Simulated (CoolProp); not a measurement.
Vapour-liquid equilibrium of 1-butene (1) + n-butane (2) at 15.2 bar; x and y are mole fractions of (1).

Model: multi-fluid Helmholtz-energy mixture model, Lemmon 2005 and Bücker 2006; pair parameters Bell 2016, in CoolProp.

| x | bubble temperature, mixture model (°C) | bubble temperature, Raoult's law (°C) | y, mixture model | y, Raoult's law |
|---|---|---|---|---|
| 0.05 | 99.4 | 99.4 | 0.056 | 0.058 |
| 0.125 | 98.7 | 98.7 | (withheld) | 0.143 |
| 0.2 | 98.0 | 98.1 | (withheld) | 0.227 |
| 0.275 | 97.3 | 97.4 | (withheld) | 0.308 |
| 0.35 | (withheld) | 96.8 | 0.377 | 0.387 |
| 0.425 | 95.9 | 96.2 | 0.453 | 0.464 |
| 0.5 | 95.3 | 95.6 | 0.528 | 0.540 |
| 0.575 | 94.7 | 95.0 | (withheld) | 0.613 |
| 0.65 | 94.1 | 94.4 | (withheld) | 0.685 |
| 0.725 | 93.5 | 93.8 | 0.745 | 0.756 |
| 0.8 | 93.0 | 93.2 | 0.815 | 0.824 |
| 0.875 | 92.5 | 92.7 | 0.885 | 0.892 |
| 0.95 | 92.0 | 92.1 | 0.954 | 0.957 |

### Question
Fill in the missing entries.

### Answer

- 0.125, y, mixture model: 0.138
- 0.2, y, mixture model: 0.219
- 0.275, y, mixture model: 0.299
- 0.35, bubble temperature, mixture model (°C): 96.6
- 0.575, y, mixture model: 0.602
- 0.65, y, mixture model: 0.674

The largest gap from Raoult's law is -0.3 K in bubble temperature, at x = 0.65. No azeotrope shows between x = 0.05 and 0.95.

The pair parameters rest on a limited set of measurements; away from them the model extrapolates.
